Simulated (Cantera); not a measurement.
Standard-state values (1 bar) from the NASA 1993 polynomials, evaluated with Cantera. Values are per mole of reaction as written; species without (g) are pure solids or liquids, kept so even where they would boil at 1 bar.

Problem. Between 300 and 975 K, where is each reaction favourable under standard conditions?
- CO2(g) + 2 Pb ⇌ 2 PbO + C
- CO(g) + Pb ⇌ C + PbO

Solution. 
- CO2(g) + 2 Pb ⇌ 2 PbO + C: ΔG° is 16 kJ at 300 K and 152 kJ at 975 K; it stays positive (K < 1). ΔH° is -42 kJ and ΔS° -199 J/K at 975 K.
- CO(g) + Pb ⇌ C + PbO: ΔG° is -52 kJ at 300 K and 76 kJ at 975 K; it changes sign between 300 and 575 K. ΔH° is -106 kJ and ΔS° -187 J/K at 975 K.
